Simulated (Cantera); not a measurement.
What does this Cantera script print?

```python
import numpy as np
import cantera as ct

gas = ct.Solution("gri30.yaml")
gas.TPX = 1375, 100000, {'CH4': 1, 'H2': 1.4}
reactor = ct.IdealGasConstPressureReactor(gas, energy="off", clone=False)
net = ct.ReactorNet([reactor])
net.rtol, net.atol = 1e-08, 1e-18
show = ['CH4', 'H2', 'H', 'C2H4', 'C2H6', 'CH2']
times = np.geomspace(3e-06, 2, 15)

steps = ct.SolutionArray(gas, extra=["t"])
rows = []
print(f"{'t/s':>10s}{'T/K':>9s}{'P/Pa':>11s}" + "".join(f"{s:>11s}" for s in show))
for t in times:
    while net.time < t:
        t_next = net.step()
        steps.append(gas.state, t=t_next)
    rows.append([np.interp(t, steps.t, y) for y in (steps.T, steps.P, *steps(*show).X.T)])
    print(f"{t:10.3e}{rows[-1][0]:9.1f}{rows[-1][1]:11.4g}" + "".join(f"{x:11.3e}" for x in rows[-1][2:]))
rate = np.gradient(steps.T, steps.t)
print("integrator steps:", len(steps.t))
if steps.T.max() > steps.T[0] + 200:
    print(f"time of steepest temperature rise: {steps.t[rate.argmax()]:.4e} s")
gas.TPX = 1375, 100000, {'CH4': 1, 'H2': 1.4}
gas.equilibrate("TP")
print(f"equilibrium (TP): T = {gas.T:.1f} K  " + "  ".join(f"{s} {gas[s].X[0]:.3e}" for s in show))
```

Output:

```
       t/s      T/K       P/Pa        CH4         H2          H       C2H4       C2H6        CH2
 3.000e-06   1375.0      1e+05  4.167e-01  5.833e-01  7.473e-09  3.587e-15  1.981e-13  3.282e-16
 7.818e-06   1375.0      1e+05  4.167e-01  5.833e-01  1.621e-08  1.179e-13  3.702e-12  2.857e-15
 2.038e-05   1375.0      1e+05  4.167e-01  5.833e-01  3.898e-08  2.909e-12  6.701e-11  2.162e-14
 5.310e-05   1375.0      1e+05  4.167e-01  5.833e-01  9.817e-08  5.930e-11  1.192e-09  1.526e-13
 1.384e-04   1375.0      1e+05  4.167e-01  5.833e-01  2.497e-07  1.097e-09  2.074e-08  1.027e-12
 3.607e-04   1375.0      1e+05  4.167e-01  5.833e-01  6.010e-07  1.875e-08  3.336e-07  6.039e-12
 9.399e-04   1375.0      1e+05  4.166e-01  5.833e-01  1.093e-06  2.512e-07  3.651e-06  2.006e-11
 2.449e-03   1375.0      1e+05  4.166e-01  5.834e-01  1.283e-06  2.108e-06  1.784e-05  2.761e-11
 6.384e-03   1375.0      1e+05  4.165e-01  5.834e-01  1.396e-06  1.364e-05  4.914e-05  3.269e-11
 1.664e-02   1375.0      1e+05  4.163e-01  5.835e-01  1.539e-06  7.524e-05  9.271e-05  3.965e-11
 4.336e-02   1375.0      1e+05  4.156e-01  5.839e-01  1.611e-06  2.971e-04  1.156e-04  4.330e-11
 1.130e-01   1375.0      1e+05  4.139e-01  5.850e-01  1.633e-06  8.050e-04  1.211e-04  4.419e-11
 2.945e-01   1375.0      1e+05  4.094e-01  5.877e-01  1.672e-06  1.710e-03  1.282e-04  4.536e-11
 7.674e-01   1375.0      1e+05  3.981e-01  5.948e-01  1.754e-06  3.384e-03  1.402e-04  4.744e-11
 2.000e+00   1375.0      1e+05  3.731e-01  6.104e-01  1.959e-06  7.012e-03  1.691e-04  5.279e-11
integrator steps: 507
equilibrium (TP): T = 1375.0 K  CH4 3.044e-01  H2 6.533e-01  H 2.788e-06  C2H4 1.759e-02  C2H6 2.808e-04  CH2 7.668e-11
```

Model: GRI-Mech 3.0 (53 species, 325 reactions), integrated in Cantera. GRI-Mech 3.0 stops at C3 and has no aromatics, soot or wall deposition, so with more carbon than oxygen in the feed, carbon stays in small species such as C2H2 where larger ones or solid carbon would form.
